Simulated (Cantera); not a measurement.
A freely propagating, adiabatic, planar premixed flame of 4.42 % C3H8, 20.1 % O2, 75.5 % N2, unburnt at 575 K and 4.34 atm; unity-Lewis-number transport, grid criteria slope 0.08 and curve 0.16, no radiation.

Computed with Cantera and GRI-Mech 3.0 (53 species, 325 reactions). GRI-Mech 3.0 was tuned for natural gas; its chemistry of propane as a main component is partial and can be far from experiment. Unity Lewis numbers drop preferential diffusion, which matters most where H2 and H carry the flame. Burning velocities carry a grid error of a few per cent, more on coarse grids.

Question: Predict: laminar burning velocity; thermal thickness; peak x(O); peak x(C2H4); peak x(C2H6).

Answer: laminar burning velocity: 74.8 cm/s
thermal thickness: 0.0917 mm
peak x(O): 0.00331
peak x(C2H4): 0.00669
peak x(C2H6): 0.000842
